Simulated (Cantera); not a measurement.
Cantera run, input and output.

```python
import numpy as np
import cantera as ct

gas = ct.Solution("gri30.yaml")
gas.TPX = 350, 610000, {'CO': 1, 'H2': 0.042, 'O2': 0.94, 'N2': 2.72}
flame = ct.FreeFlame(gas, width=0.011)
flame.set_refine_criteria(ratio=3, slope=0.08, curve=0.16)
flame.transport_model = "mixture-averaged"
flame.solve(loglevel=0, auto=True)
z, T = flame.grid, flame.T
thick = (T[-1] - T[0]) / np.gradient(T, z).max()
show = ['CO', 'H2', 'O2', 'N2O', 'CO2', 'NO2']
print(f"laminar burning velocity  {flame.velocity[0] * 100:.3f} cm/s")
print(f"burnt temperature         {T[-1]:.1f} K")
print(f"thermal thickness         {thick * 1e3:.4f} mm")
print(f"grid points               {len(z)}")
z0 = z[flame.heat_release_rate.argmax()]
print(f"{'z/mm':>9s}{'T/K':>9s}{'u/(m/s)':>9s}" + "".join(f"{s:>11s}" for s in show))
rows = []
for k in (-3, -2, -1.5, -1, -0.5, -0.25, 0, 0.25, 0.5, 1, 2, 4, 8):
    zz = z0 + k * thick
    rows.append([k * thick, np.interp(zz, z, T), np.interp(zz, z, flame.velocity),
                 *(np.interp(zz, z, flame.X[gas.species_index(s)]) for s in show)])
    print(f"{rows[-1][0] * 1e3:9.3f}{rows[-1][1]:9.1f}{rows[-1][2]:9.3f}" + "".join(f"{x:11.3e}" for x in rows[-1][3:]))
```

It prints:

```
laminar burning velocity  16.987 cm/s
burnt temperature         2145.1 K
thermal thickness         0.1854 mm
grid points               120
     z/mm      T/K  u/(m/s)         CO         H2         O2        N2O        CO2        NO2
   -0.556    350.1    0.170  2.127e-01  8.691e-03  2.000e-01  1.064e-11  5.431e-07  2.313e-10
   -0.371    351.0    0.170  2.128e-01  8.172e-03  2.000e-01  2.248e-10  1.130e-05  4.168e-09
   -0.278    356.3    0.173  2.126e-01  7.428e-03  2.001e-01  2.299e-09  1.138e-04  3.618e-08
   -0.185    397.1    0.192  2.102e-01  5.843e-03  1.993e-01  3.005e-08  1.462e-03  3.857e-07
   -0.093    715.7    0.342  1.834e-01  3.052e-03  1.878e-01  4.955e-07  2.352e-02  3.281e-06
   -0.046   1111.6    0.520  1.420e-01  1.534e-03  1.681e-01  1.441e-06  6.708e-02  1.256e-06
    0.000   1515.5    0.689  8.831e-02  4.189e-04  1.403e-01  3.042e-06  1.299e-01  3.278e-07
    0.046   1764.0    0.786  5.042e-02  1.684e-04  1.210e-01  4.195e-06  1.762e-01  3.477e-07
    0.093   1898.4    0.836  3.119e-02  1.391e-04  1.121e-01  4.565e-06  2.000e-01  4.173e-07
    0.185   2019.0    0.881  1.612e-02  9.450e-05  1.060e-01  4.482e-06  2.186e-01  5.570e-07
    0.371   2095.0    0.909  7.258e-03  4.650e-05  1.028e-01  3.334e-06  2.294e-01  6.294e-07
    0.742   2131.5    0.922  2.947e-03  2.013e-05  1.014e-01  1.714e-06  2.346e-01  4.987e-07
    1.483   2143.5    0.926  1.520e-03  1.132e-05  1.009e-01  9.921e-07  2.363e-01  4.106e-07
```

Model: GRI-Mech 3.0 (53 species, 325 reactions), integrated in Cantera. The hydrogen kinetics of GRI-Mech 3.0 are dated; newer H2 mechanisms differ, most at raised pressure. Burning velocities carry a grid error of a few per cent, more on coarse grids.
